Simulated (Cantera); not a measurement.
Charge: 1 mol Si, 11 mol HCl, equilibrated at 300 Pa.

These are equilibrium values from Cantera (NASA tables, ideal gas, pure condensed phases), not measurements of a reactor. Candidate condensed phases: Si; 19 gas species. Rates play no part. All values below are at 225 °C.

Base state: HCl 0.700, H2 0.200, SiCl4 0.100 (mole fractions); condensed: gas only.

Q: What changes in the equilibrium state with this change: HCl from 11 to 2 mol?

A: 
```tsv
species	before	after
H2	0.200	0.656
SiCl4	0.100	0.312
SiHCl3	4.25e-8	0.0327
HCl	0.700	9.29e-6
SiH2Cl2	<1e-9	0.000117
Si(s), mol	0	0.488
```
